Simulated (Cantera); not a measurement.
Charge: 1 mol Fe₃O₄, 13 mol CO, 15 mol H₂, held at 39.0 Pa.

These are equilibrium values from Cantera (NASA tables, ideal gas, pure condensed phases), not measurements of a reactor. Candidate condensed phases: C, C₆H₆, C₇H₈, C₈H₁₈, Fe, Fe(CO)₅, FeO, Fe(OH)₂, Fe(OH)₃, Fe₂O₃, Fe₃O₄, H₂O; 114 gas species. Kinetics and transport are ignored.

Problem. Which condensed phases are stable at each of these points (T (K)): 1000, 1150, 1300, 1450, 1600, 1750, 1900, 2050?

Solution. 
```json
[
 {"T (K)": "1000", "condensed phases": "Fe(α)", "Fe condensed (%)": "100.0"},
 {"T (K)": "1150", "condensed phases": "Fe(α)", "Fe condensed (%)": "100.0"},
 {"T (K)": "1300", "condensed phases": "Fe(γ)", "Fe condensed (%)": "100.0"},
 {"T (K)": "1450", "condensed phases": "Fe(γ)", "Fe condensed (%)": "99.9"},
 {"T (K)": "1600", "condensed phases": "Fe(γ)", "Fe condensed (%)": "97.4"},
 {"T (K)": "1750", "condensed phases": "Fe(δ)", "Fe condensed (%)": "65.2"},
 {"T (K)": "1900", "condensed phases": "gas only", "Fe condensed (%)": "0.0"},
 {"T (K)": "2050", "condensed phases": "gas only", "Fe condensed (%)": "0.0"}
]
```

From 1000 K to 1150 K the condensed part is Fe(α). From 1300 K to 1600 K the condensed part is Fe(γ). At 1750 K the condensed part is Fe(δ). From 1900 K to 2050 K nothing is condensed.
